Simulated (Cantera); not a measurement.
Input: 1 mol Si, 0.77 mol HCl, 7.1 mol H2, held at 977 °C and 1.00 bar.

Cantera equilibrium calculation (NASA polynomials, part measured and part estimated; ideal gas, pure solids and liquids). Candidate condensed phases: Si; 19 gas species. The tables' values for SiCl3 are old estimates; treat these amounts as uncertain. The numbers say what is thermodynamically allowed, not how fast it happens.

Base state: H2 0.946, HCl 0.0333, SiHCl3 0.00760, SiCl4 0.00752, SiCl2 0.00295, SiCl3 0.00176, SiH2Cl2 0.00105, SiH3Cl 3.99e-5 (mole fractions); condensed: Si(s).

What changes in the equilibrium state with this change: pressure from 1.00 bar to 0.510 bar?


| species | before | after |
|---|---|---|
| H2 | 0.946 | 0.942 |
| HCl | 0.0333 | 0.0385 |
| SiCl4 | 0.00752 | 0.00689 |
| SiHCl3 | 0.00760 | 0.00600 |
| SiH3Cl | 3.99e-5 | 2.34e-5 |
| SiH2Cl2 | 0.00105 | 0.000712 |
| SiCl2 | 0.00295 | 0.00396 |
| SiCl3 | 0.00176 | 0.00195 |
| Si(s), mol | 0.838 | 0.848 |
